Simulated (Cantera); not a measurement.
Input (Python, Cantera) and output of one run.

```python
import numpy as np
import cantera as ct

gas_names = """
    H H2 H2S Ni NiS S SH S2 S8
""".split()
cond_names = """
    Ni(cr) Ni(L) NiS(b) NiS(a) NiS(L) NiS2(s) NiS2(L) Ni3S2(I) Ni3S2(II) Ni3S2(L) Ni3S4(s) S(cr1) S(cr2)
    S(L)
""".split()


def load(file, names, dense=False):
    # The tables refer to 1 bar. Condensed volumes are neglected.
    table = {s.name: s for s in ct.Species.list_from_file(file)}
    out = []
    for n in names:
        d = dict(table[n].input_data)
        d["thermo"] = dict(d["thermo"], **{"reference-pressure": 1e5})
        if dense:
            d["equation-of-state"] = {"model": "constant-volume", "density": "1e6 g/cm^3"}
        out.append(ct.Species.from_dict(d))
    return out


gas = ct.Solution(thermo="ideal-gas", species=load("nasa_gas.yaml", gas_names))
cond = {s.name: ct.Solution(thermo="fixed-stoichiometry", species=[s], name=s.name)
        for s in load("nasa_condensed.yaml", cond_names, dense=True)}
atoms = {
    'NiS': {'Ni': 1, 'S': 1},
    'H2': {'H': 2},
}
top_T = {'Ni3S4(s)': 620}  # K; cautious upper limits of use, not melting points


def equilibrate(T, P, feed):
    n = {}
    for name, mol in feed.items():
        for a, k in atoms[name].items():
            n[a] = n.get(a, 0.0) + k * mol
    gas.TPX = T, P, n
    mass = sum(n.values()) * gas.mean_molecular_weight
    gas.equilibrate("TP")
    valid = [c for c in cond.values() if c.min_temp <= T <= top_T.get(c.name, c.max_temp)]
    mix = ct.Mixture([(gas, mass / gas.mean_molecular_weight)] + [(c, 0.0) for c in valid])
    mix.T, mix.P = T, P
    mix.equilibrate("TP", solver="vcs", rtol=1e-11, max_steps=5000)
    return mix


results = []
feed = {'NiS': 1, 'H2': 17}  # mol
T = 998  # K
P = 13332.2  # Pa
mix = equilibrate(T, P, feed)
results.append((T, P, feed, dict(zip(mix.species_names, mix.species_moles))))
print(gas.report(threshold=1e-06))
for i in range(1, mix.n_phases):
    print(f"{mix.phase(i).name:16s} {mix.phase_moles(i):12.5e} mol")
```

It prints:

```
       temperature   998 K
          pressure   13332 Pa
           density   0.0042491 kg/m^3
  mean mol. weight   2.6446 kg/kmol
   phase of matter   gas

                          1 kg             1 kmol
                     ---------------   ---------------
          enthalpy        7.7011e+06        2.0367e+07  J
   internal energy        4.5635e+06        1.2069e+07  J
           entropy             70113        1.8542e+05  J/K
    Gibbs function       -6.2272e+07       -1.6469e+08  J
 heat capacity c_p             11521             30469  J/K
 heat capacity c_v            8377.2             22154  J/K

                      mass frac. Y      mole frac. X     chem. pot. / RT
                     ---------------   ---------------   ---------------
                H2           0.74735           0.98039           -19.535
               H2S           0.25264          0.019607           -35.425
     [   +7 minor]        7.7109e-06        4.7611e-07

Ni(cr)            0.00000e+00 mol
NiS(a)            0.00000e+00 mol
NiS2(s)           0.00000e+00 mol
Ni3S2(II)         3.33333e-01 mol
S(L)              0.00000e+00 mol
```

Method: chemical equilibrium by Gibbs-energy minimisation in Cantera with the NASA 1993 tables (ideal gas, pure condensed phases).
